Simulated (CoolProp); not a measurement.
R1234yf at several states: fugacity coefficient from the reference equation and from simpler models built on Tc = 94.7 °C, pc = 3384 kPa, ω = 0.276; each cubic takes its own stable root.

Computed with CoolProp (reference Helmholtz-energy equation of state, Lemmon 2022).

| T (°C) | p (kPa) | phase | reference |
|---|---|---|---|
| 4.85 | 39.7 | gas | 0.9892 |
| -86.05 | 19.7 | liquid | 0.1705 |
| -121.45 | 70.6 | liquid | 0.001145 |
| -18.35 | 5970 | liquid | 0.03267 |

**Question.** How far does each simpler model (van der Waals, Redlich-Kwong, Peng-Robinson) lie from the reference over these 4 states: mean and median of the absolute difference, and the worst?

**Answer.** 
- van der Waals: mean 7075.0 %, median 400.7 %, worst +27498.3 % at -121.45 °C and 70.6 kPa
- Redlich-Kwong: mean 144.5 %, median 128.4 %, worst +321.0 % at -121.45 °C and 70.6 kPa
- Peng-Robinson: mean 5.1 %, median 2.1 %, worst +16.0 % at -121.45 °C and 70.6 kPa

At some of these states van der Waals gives the other phase, because its saturation line lies elsewhere.
